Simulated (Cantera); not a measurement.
# Equilibrium for chemical vapour transport: Al2O3 + I2

Input: 1 mol Al2O3, 0.033 mol I2, equilibrated at 4100 Pa.

Method: chemical equilibrium by Gibbs-energy minimisation in Cantera with the NASA 1993 tables (ideal gas, pure condensed phases). Candidate condensed phases: Al, AlI3, Al2O3, I2; 14 gas species. The numbers say what is thermodynamically allowed, not how fast it happens.

```json
[
 {"T (K)": "700", "x I2": "0.995", "x I": "0.00526", "x O": "<1e-12", "x AlI": "<1e-12", "x AlI3": "<1e-12", "x O2": "<1e-12", "n Al2O3(s)": "1.00"},
 {"T (K)": "775", "x I2": "0.981", "x I": "0.0186", "x O": "<1e-12", "x AlI": "<1e-12", "x AlI3": "<1e-12", "x O2": "2.08e-10", "n Al2O3(s)": "1.00"},
 {"T (K)": "850", "x I2": "0.948", "x I": "0.0523", "x O": "<1e-12", "x AlI": "<1e-12", "x AlI3": "<1e-12", "x O2": "1.03e-12", "n Al2O3(s)": "1.00"},
 {"T (K)": "925", "x I2": "0.879", "x I": "0.121", "x O": "<1e-12", "x AlI": "<1e-12", "x AlI3": "<1e-12", "x O2": "1.22e-11", "n Al2O3(s)": "1.00"},
 {"T (K)": "1000", "x I2": "0.761", "x I": "0.239", "x O": "<1e-12", "x AlI": "<1e-12", "x AlI3": "<1e-12", "x O2": "2.41e-11", "n Al2O3(s)": "1.00"},
 {"T (K)": "1075", "x I2": "0.596", "x I": "0.404", "x O": "<1e-12", "x AlI": "<1e-12", "x AlI3": "<1e-12", "x O2": "6.73e-12", "n Al2O3(s)": "1.00"},
 {"T (K)": "1150", "x I2": "0.411", "x I": "0.589", "x O": "<1e-12", "x AlI": "<1e-12", "x AlI3": "7.18e-12", "x O2": "5.59e-12", "n Al2O3(s)": "1.00"},
 {"T (K)": "1225", "x I2": "0.249", "x I": "0.751", "x O": "1.08e-12", "x AlI": "<1e-12", "x AlI3": "3.40e-11", "x O2": "2.68e-11", "n Al2O3(s)": "1.00"},
 {"T (K)": "1300", "x I2": "0.137", "x I": "0.863", "x O": "8.20e-12", "x AlI": "<1e-12", "x AlI3": "1.23e-10", "x O2": "8.82e-11", "n Al2O3(s)": "1.00"},
 {"T (K)": "1375", "x I2": "0.0723", "x I": "0.928", "x O": "4.84e-11", "x AlI": "<1e-12", "x AlI3": "3.48e-10", "x O2": "2.37e-10", "n Al2O3(s)": "1.00"},
 {"T (K)": "1450", "x I2": "0.0385", "x I": "0.962", "x O": "2.28e-10", "x AlI": "7.54e-12", "x AlI3": "8.52e-10", "x O2": "5.31e-10", "n Al2O3(s)": "1.00"},
 {"T (K)": "1525", "x I2": "0.0212", "x I": "0.979", "x O": "9.05e-10", "x AlI": "1.11e-10", "x AlI3": "1.89e-9", "x O2": "1.05e-9", "n Al2O3(s)": "1.00"},
 {"T (K)": "1600", "x I2": "0.0121", "x I": "0.988", "x O": "3.23e-9", "x AlI": "1.20e-9", "x AlI3": "3.66e-9", "x O2": "2.03e-9", "n Al2O3(s)": "1.00"},
 {"T (K)": "1675", "x I2": "0.00725", "x I": "0.993", "x O": "1.16e-8", "x AlI": "8.66e-9", "x AlI3": "5.45e-9", "x O2": "4.76e-9", "n Al2O3(s)": "1.00"}
]
```
x: gas mole fraction; n: condensed amount in mol.

From 700 K to 1675 K the condensed part is Al2O3(s).
